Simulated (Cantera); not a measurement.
Feed: 1 mol CF4, a varied amount of H2, 0.035 mol F2, held at 625 K and 1.33 mbar.

Method: chemical equilibrium by Gibbs-energy minimisation in Cantera with the NASA 1993 tables (ideal gas, pure condensed phases). Candidate condensed phases: C, C6H6, C7H8, C8H18; 95 gas species. Condensed phases not in the tables: fluorocarbon polymer. Gases not in the tables: C2F6 and larger saturated fluorocarbons. The numbers say what is thermodynamically allowed, not how fast it happens.

x: gas mole fraction; n: condensed amount in mol.

```csv
n(H2) (mol),x HF,x H2,x CF4,x CH4,x H2F2,n C(graphite)
1.2,0.852,<1e-12,0.148,<1e-12,3.22e-7,0.583
1.3,0.876,<1e-12,0.124,<1e-12,3.41e-7,0.632
1.6,0.936,<1e-12,0.0636,<1e-12,3.89e-7,0.782
1.8,0.968,?,?,<1e-12,4.16e-7,?
2.1,0.984,0.0157,<1e-12,1.59e-5,4.30e-7,1.000
2.5,0.898,0.101,<1e-12,0.000662,3.58e-7,0.997
2.9,0.826,0.172,<1e-12,0.00190,3.03e-7,0.991
3.4,0.752,0.244,<1e-12,0.00385,2.51e-7,0.979
4,?,?,<1e-12,?,?,0.962
4.7,0.610,0.381,<1e-12,0.00935,1.65e-7,0.938
```

Task: What belongs in the gaps?

Result: 
- 1.8, x H2: 1.19e-12
- 1.8, x CF4: 0.0316
- 1.8, n C(graphite): 0.882
- 4, x HF: 0.679
- 4, x H2: 0.315
- 4, x CH4: 0.00640
- 4, x H2F2: 2.05e-7
